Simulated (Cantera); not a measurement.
An isothermal, constant-pressure homogeneous reactor starts with NO : N2 = 1 : 0.24 (molar parts), at 1723 K and 1.70 bar.

Model: GRI-Mech 3.0 (53 species, 325 reactions), integrated in Cantera.

x: mole fraction; the columns are a selection and need not sum to one.

```csv
t (s),x NO,x O2,x NO2,x N2,x O
1.00e-5,0.806,1.24e-9,8.78e-7,0.194,?
4.64e-5,0.806,9.96e-9,5.41e-6,0.194,?
0.000215,0.806,1.19e-7,2.74e-5,0.194,?
0.00100,0.806,3.97e-6,0.000140,0.194,?
0.00464,0.805,0.000203,0.000513,0.194,?
0.0215,0.801,0.00223,0.000658,0.196,?
0.100,0.782,0.0117,0.000895,0.206,?
0.464,0.703,0.0507,0.00140,0.245,?
2.15,0.474,0.165,0.00164,0.360,?
10.0,0.174,0.315,0.000827,0.509,?
```

### Question
What belongs in the gaps?

### Answer

- 1.00e-5, x O: 3.69e-7
- 4.64e-5, x O: 4.18e-7
- 0.000215, x O: 5.85e-7
- 0.00100, x O: 1.39e-6
- 0.00464, x O: 3.74e-6
- 0.0215, x O: 4.66e-6
- 0.100, x O: 6.33e-6
- 0.464, x O: 1.07e-5
- 2.15, x O: 1.82e-5
- 10.0, x O: 2.47e-5
